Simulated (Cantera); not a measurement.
Charge: 1 mol Si₂Cl₆, a varied amount of Cl₂, 13 mol N₂, at 0.990 bar.

Equilibrium computed with Cantera from the NASA thermochemical tables; the gas is ideal and each condensed phase is pure. Candidate condensed phases: Si, Si₃N₄; 13 gas species. The feed counts by its element totals alone. The tables' values for SiCl₃ are old estimates. Kinetics and transport are ignored.

Stable condensed phases, one row left out:

```
T in K \ n(Cl₂) in mol
         0.0043 0.0065 0.0098  0.015  0.022  0.034  0.052  0.078   0.12   0.18   0.27   0.41
   1773       A      A      A      A      A      A      A      A      A      A      A      A
   1748       A      A      A      A      A      A      A      A      A      A      A      A
   1723       A      A      A      A      A      A      A      A      A      A      A      A
   1698       B      B      B      B      B      B      A      A      A      A      A      A
   1648       B      B      B      B      B      B      B      B      B      B      B      A
   1623       B      B      B      B      B      B      B      B      B      B      B      B
   1598       B      B      B      B      B      B      B      B      B      B      B      B
   1573       B      B      B      B      B      B      B      B      B      B      B      B
   1548       B      B      B      B      B      B      B      B      B      B      B      B
```

A: gas only; B: Si₃N₄.

Q: Give the row for 1673 K.

A: 0.0043: Si₃N₄; 0.0065: Si₃N₄; 0.0098: Si₃N₄; 0.015: Si₃N₄; 0.022: Si₃N₄; 0.034: Si₃N₄; 0.052: Si₃N₄; 0.078: Si₃N₄; 0.12: Si₃N₄; 0.18: Si₃N₄; 0.27: gas only; 0.41: gas only.
